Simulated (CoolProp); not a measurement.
The fluid at 288.81 K and 0.224 MPa is throttled through a valve to 0.0346 MPa with no heat exchange. The same conditions are run with several fluids, on thermodynamics alone (safety and materials aside).

Model: reference Helmholtz-energy equation of state of each fluid (cyclopropane: Polt 1992; dry air: Lemmon 2000; nitrous oxide: Lemmon 2006; carbonyl sulfide: Lemmon 2006; C2F6 (R116): Lemmon 2006), in CoolProp. The equations of Platzer and Polt are older, rougher fits. Blends and air are pseudo-pure fits.

| fluid | temperature change (K) | final density (kg/m³) |
|---|---|---|
| cyclopropane | -5.3 | 0.622 |
| dry air | -0.5 | 0.418 |
| nitrous oxide | … | … |
| carbonyl sulfide | -4.2 | … |
| C2F6 (R116) | -1.7 | 2.01 |

**Question.** Complete the blanks.

**Answer.** 
- nitrous oxide, temperature change (K): -2.2
- nitrous oxide, final density (kg/m³): 0.640
- carbonyl sulfide, final density (kg/m³): 0.882
